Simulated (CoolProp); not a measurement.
Ethanol at several states: Z from the reference equation and from simpler models built on Tc = 514.7 K, pc = 6.268 MPa, ω = 0.644; each cubic takes its own stable root.

Values from CoolProp's reference Helmholtz-energy equation of state, Schroeder 2014.

| T (K) | p (MPa) | phase | reference |
|---|---|---|---|
| 434.1 | 0.774 | gas | 0.9073 |
| 203.9 | 0.0651 | liquid | 0.002043 |
| 494 | 0.351 | gas | 0.9793 |
| 235 | 10.6 | liquid | 0.2956 |
| 280.3 | 1.19 | liquid | 0.02936 |
| 576.3 | 3.89 | gas | 0.8828 |

Problem. How far does each simpler model (van der Waals, Redlich-Kwong, Soave-Redlich-Kwong, Peng-Robinson) lie from the reference over these 6 states: mean and median of the absolute difference, and the worst?

Solution. 
- van der Waals: mean 43.9 %, median 44.0 %, worst +85.6 % at 203.9 K and 0.0651 MPa
- Redlich-Kwong: mean 13.7 %, median 15.0 %, worst +25.4 % at 280.3 K and 1.19 MPa
- Soave-Redlich-Kwong: mean 9.9 %, median 9.9 %, worst +19.8 % at 203.9 K and 0.0651 MPa
- Peng-Robinson: mean 3.8 %, median 4.5 %, worst +7.0 % at 203.9 K and 0.0651 MPa
